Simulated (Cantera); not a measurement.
Moist CO burnout

An isothermal, constant-pressure homogeneous reactor starts with 0.387 % CO, 0.658 % O2, 2.22 % H2O, 96.7 % N2, at 1223 K and 150 Torr.

Detailed kinetics in Cantera: GRI-Mech 3.0 (53 species, 325 reactions).

| t (s) | x CO | x O2 | x H2O | x H2 | x HO2 | x NO2 |
|---|---|---|---|---|---|---|
| 5.00e-5 | 0.00387 | 0.00658 | 0.0222 | <1e-12 | 1.05e-12 | <1e-12 |
| 0.000192 | 0.00387 | 0.00658 | 0.0222 | <1e-12 | 4.01e-12 | <1e-12 |
| 0.000736 | 0.00387 | 0.00658 | 0.0222 | 8.43e-12 | 1.60e-11 | <1e-12 |
| 0.00282 | 0.00387 | 0.00658 | 0.0222 | 6.36e-10 | 1.31e-10 | <1e-12 |
| 0.0108 | 0.00387 | 0.00658 | 0.0222 | 8.31e-7 | 8.57e-8 | <1e-12 |
| 0.0415 | 0.000372 | 0.00498 | 0.0216 | 0.000388 | 4.13e-7 | 8.04e-12 |
| 0.159 | 1.32e-5 | 0.00466 | 0.0222 | 2.52e-5 | 1.46e-7 | 1.12e-10 |
| 0.612 | 8.31e-7 | 0.00465 | 0.0223 | 1.81e-6 | 1.65e-8 | 3.30e-10 |
| 2.35 | 7.95e-8 | 0.00465 | 0.0223 | 2.39e-7 | 2.28e-9 | 2.59e-10 |
| 9.00 | 1.42e-8 | 0.00465 | 0.0223 | 5.06e-8 | 5.57e-10 | 1.58e-10 |
x: mole fraction; the columns are a selection and need not sum to one.

Equilibrium at this temperature and pressure: CO 3.80e-9, O2 0.00463, H2O 0.0223, H2 1.50e-8, HO2 3.12e-10, NO2 3.86e-8 (gas phase only).
